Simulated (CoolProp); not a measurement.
Dry air along the isobar 5.13 MPa: density (kg/m³) from the reference equation and from simpler models built on Tc = 132.5 K, pc = 3.786 MPa, ω = 0.034; each cubic takes its own stable root.

Model: reference Helmholtz-energy equation of state, Lemmon 2000, in CoolProp. It is a pseudo-pure fit of the blend.

| T (K) | phase | reference |
|---|---|---|
| 102.1 | liquid | 778.1 |
| 117 | liquid | 688.5 |
| 131.9 | liquid | 547.8 |
| 146.7 | supercritical | 221.2 |
| 161.6 | supercritical | 152.8 |
| 176.5 | supercritical | 125.0 |
| 191.3 | supercritical | 108.2 |
| 206.2 | supercritical | 96.27 |
| 221.1 | supercritical | 87.23 |
| 236 | supercritical | 80.03 |
| 250.8 | supercritical | 74.15 |
| 265.7 | supercritical | 69.16 |
| 280.6 | supercritical | 64.88 |
| 295.4 | supercritical | 61.19 |
| 310.3 | supercritical | 57.91 |
| 325.2 | supercritical | 55.00 |

Task: How far does each simpler model (Redlich-Kwong, Soave-Redlich-Kwong, Peng-Robinson) lie from the reference over these 16 states: mean and median of the absolute difference, and the worst?

Result: 
- Redlich-Kwong: mean 1.3 %, median 0.8 %, worst -7.6 % at 131.9 K and 5.13 MPa
- Soave-Redlich-Kwong: mean 1.4 %, median 0.8 %, worst -7.6 % at 131.9 K and 5.13 MPa
- Peng-Robinson: mean 3.3 %, median 2.1 %, worst +14.2 % at 102.1 K and 5.13 MPa
